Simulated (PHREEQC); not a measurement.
Consider water at 25 °C with 0.145 mol/kgw NaH2PO4. Closed to the air; pH follows from the charge balance.

All values are PHREEQC results (ion-association model, phreeqc.dat), not measurements.

Precipitation was switched off in this run.

**Question.** Estimate the pH, ionic strength.

**Answer.** pH 4.44; ionic strength 0.146 mol/kgw.

Species that the database lacks are ignored.
